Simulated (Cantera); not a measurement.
A freely propagating, adiabatic, planar premixed flame of CH4 : CO : O2 : N2 = 1 : 0.032 : 1.55 : 5.89 (molar parts), equivalence ratio 1.3, unburnt at 425 K and 0.440 bar; mixture-averaged transport, grid criteria slope 0.08 and curve 0.16, no radiation.

Cantera simulation using GRI-Mech 3.0 (53 species, 325 reactions); the numbers are that mechanism's predictions, not measurements. Burning velocities carry a grid error of a few per cent, more on coarse grids.

### Question
What does this change do: N2 5.89 to 7.4 parts?

### Answer
```json
[
 {"quantity": "laminar burning velocity", "before": "63.3 cm/s", "after": "36.7 cm/s"},
 {"quantity": "thermal thickness", "before": "0.890 mm", "after": "1.31 mm"},
 {"quantity": "peak x(H)", "before": "0.0108", "after": "0.00667"},
 {"quantity": "peak x(H2)", "before": "0.0478", "after": "0.0402"}
]
```

### Question
What does this change do: inlet temperature 425 to 398 K?

### Answer
```json
[
 {"quantity": "laminar burning velocity", "before": "63.3 cm/s", "after": "56.0 cm/s"},
 {"quantity": "thermal thickness", "before": "0.890 mm", "after": "0.920 mm"},
 {"quantity": "peak x(H)", "before": "0.0108", "after": "0.0104"},
 {"quantity": "peak x(H2)", "before": "0.0478", "after": "0.0476"}
]
```
